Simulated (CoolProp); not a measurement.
p-xylene at 529.08 K and 2.12 MPa is throttled through a valve to 1.41 MPa with no heat exchange. Each further row changes one setting.

Computed with CoolProp (reference Helmholtz-energy equation of state, Zhou 2012).

```csv
case,temperature change (K),final phase,final density (kg/m³)
as stated,-0.1,liquid,(withheld)
outlet pressure 0.423 MPa,-54.7,"two-phase, vapour fraction 0.464",(withheld)
outlet pressure 1.83 MPa,-0.1,liquid,(withheld)
```

Fill in the missing entries.


- as stated, final density (kg/m³): 615
- outlet pressure 0.423 MPa, final density (kg/m³): 27.4
- outlet pressure 1.83 MPa, final density (kg/m³): 618
